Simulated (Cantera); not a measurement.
A closed system holds: 1 mol SiO₂, 1.1 mol C, 1 mol CO, at 2423.15 K and 13.3 mbar.

Equilibrium computed with Cantera from the NASA thermochemical tables; the gas is ideal and each condensed phase is pure. Candidate condensed phases: C, Si, SiC, SiO₂; 20 gas species. Equilibrium is a limit: real reactors are often held back by kinetics, nucleation or transport.

Base state: CO 0.678, SiO 0.291, Si 0.0316, Si₂ 0.000121, Si₂C 0.000117, SiC₂ 1.01e-5 (mole fractions); condensed: gas only.

What changes in the equilibrium state with this change: temperature from 2423.15 K to 1800 K?


```tsv
species	before	after
CO	0.678	0.683
SiO	0.291	0.317
Si	0.0316	5.24e-5
Si₂	0.000121	6.96e-8
SiC₂	1.01e-5	9.16e-9
SiC(s), mol	0	0.0499
```

What changes in the equilibrium state with this change: C from 1.1 to 2.4 mol?


| species | before | after |
|---|---|---|
| CO | 0.678 | 0.863 |
| Si | 0.0316 | 0.0686 |
| SiO | 0.291 | 0.0552 |
| SiC₂ | 1.01e-5 | 0.00460 |
| Si₂C | 0.000117 | 0.00799 |
| SiC | 3.80e-7 | 1.20e-5 |
| Si₃ | 3.46e-6 | 3.52e-5 |
| Si₂ | 0.000121 | 0.000567 |
| SiC(s), mol | 0 | 0.524 |

What changes in the equilibrium state with this change: C from 1.1 to 5.5 mol?


| species | before | after |
|---|---|---|
| CO | 0.678 | 0.929 |
| Si | 0.0316 | 0.0391 |
| SiO | 0.291 | 0.0193 |
| SiC₂ | 1.01e-5 | 0.00807 |
| C₃ | <1e-9 | 1.08e-5 |
| Si₂C | 0.000117 | 0.00456 |
| C(graphite), mol | 0 | 2.74 |
| SiC(s), mol | 0 | 0.759 |
